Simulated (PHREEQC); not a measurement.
Solution A (0.0021 mol NaBr and 0.012 mol Na2HAsO4 per kg of water) is mixed with solution B (0.022 mol HCl and 0.0027 mol MnSO4 per kg of water) at 20 °C; shares are by mass of water, 1 kg in all. No oxygen is let in. CO2 from the air is kept out. Nothing may precipitate in this run.

The series has 11 steps of share of solution B, from 0 to 1.

Model: ion-association model, wateq4f.dat, run in PHREEQC.

**Question.** Between which two steps does the pH jump most, and from what to what?

**Answer.** Between share of solution B = 0.3 and 0.4: from 6.42 to 3.15.

Along this series the solution becomes supersaturated in solids that the run did not let form, among them Mn3(AsO4)2:8H2O. The database has no arsenate complexes of Mn.
